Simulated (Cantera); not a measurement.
Input (Python, Cantera) and output of one run.

```python
import numpy as np
import cantera as ct

gas_names = """
    CL CLO CL2 Fe FeCL FeCL2 FeCL3 FeO Fe(OH)2 Fe2CL4 Fe2CL6 H HCL HOCL HO2 H2 H2O H2O2 O OH O2 O3
""".split()
cond_names = """
    Fe(a) Fe(c) Fe(d) Fe(L) FeCL2(s) FeCL2(L) FeCL3(s) FeCL3(L) FeO(s) FeO(L) Fe(OH)2(s) Fe(OH)3(s)
    Fe2O3(s) Fe3O4(s) H2O(s) H2O(L)
""".split()


# ... load() reads the species with a 1 bar reference pressure and builds the phases ...
atoms = {
    'Fe2O3': {'Fe': 2, 'O': 3},
    'HCl': {'H': 1, 'CL': 1},
    'H2': {'H': 2},
}
top_T = {'Fe2O3(s)': 1830, 'Fe3O4(s)': 1870}  # K; cautious upper limits of use, not melting points


# ... equilibrate(T, P, feed) seeds the gas with the atoms and calls Mixture.equilibrate('TP', solver="vcs", rtol=1e-11, max_steps=5000) ...
results = []
feed = {'Fe2O3': 1, 'HCl': 1.3, 'H2': 16}  # mol
T = 1423.15  # K
P = 133.322  # Pa
mix = equilibrate(T, P, feed)
results.append((T, P, feed, dict(zip(mix.species_names, mix.species_moles))))
print(gas.report(threshold=0.001))
for i in range(1, mix.n_phases):
    print(f"{mix.phase(i).name:16s} {mix.phase_moles(i):12.5e} mol")
```

Output:

```
       temperature   1423.2 K
          pressure   133.32 Pa
           density   8.559e-05 kg/m^3
  mean mol. weight   7.5963 kg/kmol
   phase of matter   gas

                          1 kg             1 kmol
                     ---------------   ---------------
          enthalpy       -1.6741e+06       -1.2717e+07  J
   internal energy       -3.2318e+06        -2.455e+07  J
           entropy             33602        2.5525e+05  J/K
    Gibbs function       -4.9494e+07       -3.7597e+08  J
 heat capacity c_p            4580.2             34792  J/K
 heat capacity c_v            3485.6             26478  J/K

                      mass frac. Y      mole frac. X     chem. pot. / RT
                     ---------------   ---------------   ---------------
             FeCL2          0.064961         0.0038934           -65.689
               HCL           0.32318          0.067338           -42.366
                H2           0.20042           0.75519           -25.352
               H2O            0.4112           0.17339           -54.891
     [  +18 minor]        0.00023482        0.00019171

Fe(c)             1.93227e+00 mol
FeCL2(L)          0.00000e+00 mol
FeCL3(L)          0.00000e+00 mol
FeO(s)            0.00000e+00 mol
Fe(OH)2(s)        0.00000e+00 mol
Fe(OH)3(s)        0.00000e+00 mol
Fe2O3(s)          0.00000e+00 mol
Fe3O4(s)          0.00000e+00 mol
```

Equilibrium computed with Cantera from the NASA thermochemical tables; the gas is ideal and each condensed phase is pure.
